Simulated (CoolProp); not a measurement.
The fluid at 293.15 K and 13.6 MPa (liquid) is heated at constant pressure to 378.1 K. The same conditions are run with several fluids, on thermodynamics alone (safety and materials aside).

Model: reference Helmholtz-energy equation of state of each fluid (dimethyl carbonate: Zhou 2011; dodecamethylcyclohexasiloxane (D6): Colonna 2008; dodecamethylpentasiloxane (MD3M): Thol 2019; R113: Marx 1992; methanol: de Reuck 1993), in CoolProp.

Problem. Rank dimethyl carbonate, dodecamethylcyclohexasiloxane (D6), dodecamethylpentasiloxane (MD3M), R113, methanol by heat (kJ/kg), highest first.

Solution. methanol (237), dimethyl carbonate (160), dodecamethylpentasiloxane (MD3M) (151), dodecamethylcyclohexasiloxane (D6) (139), R113 (79.3)

| fluid | final density (kg/m³) |
|---|---|
| dimethyl carbonate | 974 |
| dodecamethylcyclohexasiloxane (D6) | 923 |
| dodecamethylpentasiloxane (MD3M) | 818 |
| R113 | 1420 |
| methanol | 725 |
